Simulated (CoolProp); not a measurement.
A single-stage vapour-compression cycle with the fluid: evaporating at 297.15 K (dew point), condensing at 322.15 K (bubble point), superheat 2 K, subcooling 8 K, compressor efficiency 0.9, no pressure losses. The same conditions are run with several fluids, on thermodynamics alone (safety and materials aside).

Computed with CoolProp (reference Helmholtz-energy equation of state of each fluid (chloromethane (R40): Thol 2014; n-perfluorobutane: Gao 2022; n-perfluoropentane: Gao 2022; fluoroethane (R161): Wu 2012; R507A: Lemmon 2003; c-C4F8 (RC318): Platzer 1990)). The equations of Platzer and Polt are older, rougher fits. Blends and air are pseudo-pure fits.

| fluid | cooling COP | pressure ratio | discharge temperature (K) | refrigerating effect (kJ/kg) | volumetric capacity (kJ/m³) |
|---|---|---|---|---|---|
| chloromethane (R40) | 9.99 | 1.96 | 346.7 | 349 | 4430 |
| n-perfluorobutane | 9.61 | 2.09 | 322.1 | (withheld) | 1930 |
| n-perfluoropentane | 9.91 | 2.38 | 322.1 | 75.7 | 765 |
| fluoroethane (R161) | 9.76 | 1.88 | 334.5 | 305 | (withheld) |
| R507A | 8.99 | 1.85 | 328.6 | (withheld) | 7460 |
| c-C4F8 (RC318) | 9.77 | 2.09 | 322.1 | 87.0 | 2340 |

Task: Fill in the missing entries.

Result: 
- n-perfluorobutane, refrigerating effect (kJ/kg): 70.5
- fluoroethane (R161), volumetric capacity (kJ/m³): 6290
- R507A, refrigerating effect (kJ/kg): 114

The compression ends wet for: n-perfluorobutane; n-perfluoropentane; c-C4F8 (RC318).
